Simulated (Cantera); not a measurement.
## Ammonia decomposition in nitride growth gas

An isothermal, constant-pressure homogeneous reactor starts with 69.4 % NH₃, 30.6 % H₂, at 1625 K and 13300 Pa.

Computed with Cantera and the gas-phase N/H chemistry of the illustrative SiF4/NH3 mechanism in the Surface Chemkin manual (1991). Walls and surfaces, which speed up NH3 decomposition in real reactors, are not modelled.

```tsv
t (s)	x NH₃	x H₂	x NH₂	x H	x N₂H₂	x N
1.00e-5	0.694	0.306	1.02e-7	2.35e-8	<1e-12	<1e-12
2.64e-5	0.694	0.306	2.76e-7	5.51e-8	<1e-12	<1e-12
6.96e-5	0.694	0.306	7.35e-7	1.39e-7	5.14e-12	<1e-12
0.000184	0.694	0.306	1.95e-6	3.59e-7	7.36e-11	<1e-12
0.000484	0.694	0.306	5.14e-6	9.39e-7	8.14e-10	1.31e-12
0.00128	0.694	0.306	1.35e-5	2.47e-6	7.13e-9	2.56e-11
0.00337	0.694	0.306	3.54e-5	6.44e-6	5.57e-8	4.53e-10
0.00890	0.694	0.306	8.42e-5	1.53e-5	3.59e-7	5.74e-9
0.0235	0.694	0.306	0.000120	2.18e-5	7.76e-7	1.57e-8
0.0619	0.692	0.307	0.000121	2.21e-5	7.92e-7	1.62e-8
0.163	0.689	0.310	0.000120	2.24e-5	7.84e-7	1.63e-8
0.431	0.679	0.317	0.000119	2.30e-5	7.65e-7	1.64e-8
1.14	0.654	0.334	0.000116	2.46e-5	7.19e-7	1.66e-8
3.00	0.594	0.376	0.000109	2.86e-5	6.14e-7	1.71e-8
```
x: mole fraction; the columns are a selection and need not sum to one.

Equilibrium at this temperature and pressure: NH₃ 1.85e-6, H₂ 0.795, NH₂ 9.76e-10, H 0.000173, N₂H₂ <1e-12, N 1.44e-12 (gas phase only).
